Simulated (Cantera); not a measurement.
An adiabatic, constant-volume homogeneous reactor starts with CO : H2 : O2 : N2 = 1 : 0.18 : 0.295 : 1.11 (molar parts), at 1225 K and 0.330 bar. Integrator tolerance rtol = 1e-08.

Detailed kinetics in Cantera: GRI-Mech 3.0 (53 species, 325 reactions).

Question: What does this change do: N2 1.11 to 2.9 parts?

Answer: 
```csv
quantity,before,after
time of steepest temperature rise,0.200 ms,0.346 ms
temperature at 2.00 s,2793 K,2440 K
equilibrium temperature,2793 K,2440 K
x(CO) at 2.00 s,0.270 (gas-phase equilibrium 0.270),0.139 (gas-phase equilibrium 0.139)
x(H2) at 2.00 s,0.0131 (gas-phase equilibrium 0.0131),0.00757 (gas-phase equilibrium 0.00757)
x(O2) at 2.00 s,0.0102 (gas-phase equilibrium 0.0102),0.000664 (gas-phase equilibrium 0.000664)
x(NO) at 2.00 s,0.00619 (gas-phase equilibrium 0.00619),0.00110 (gas-phase equilibrium 0.00110)
x(CO2) at 2.00 s,0.153 (gas-phase equilibrium 0.153),0.105 (gas-phase equilibrium 0.105)
x(N2O) at 2.00 s,2.21e-7 (gas-phase equilibrium 2.21e-7),4.56e-8 (gas-phase equilibrium 4.56e-8)
```

Question: What does this change do: CO 1 to 0.37 parts?

Answer: 
| quantity | before | after |
|---|---|---|
| time of steepest temperature rise | 0.200 ms | 0.159 ms |
| temperature at 2.00 s | 2793 K | 2734 K |
| equilibrium temperature | 2793 K | 2734 K |
| x(CO) at 2.00 s | 0.270 (gas-phase equilibrium 0.270) | 0.0837 (gas-phase equilibrium 0.0837) |
| x(H2) at 2.00 s | 0.0131 (gas-phase equilibrium 0.0131) | 0.00797 (gas-phase equilibrium 0.00797) |
| x(O2) at 2.00 s | 0.0102 (gas-phase equilibrium 0.0102) | 0.0422 (gas-phase equilibrium 0.0422) |
| x(NO) at 2.00 s | 0.00619 (gas-phase equilibrium 0.00619) | 0.0133 (gas-phase equilibrium 0.0133) |
| x(CO2) at 2.00 s | 0.153 (gas-phase equilibrium 0.153) | 0.123 (gas-phase equilibrium 0.123) |
| x(N2O) at 2.00 s | 2.21e-7 (gas-phase equilibrium 2.21e-7) | 5.38e-7 (gas-phase equilibrium 5.38e-7) |
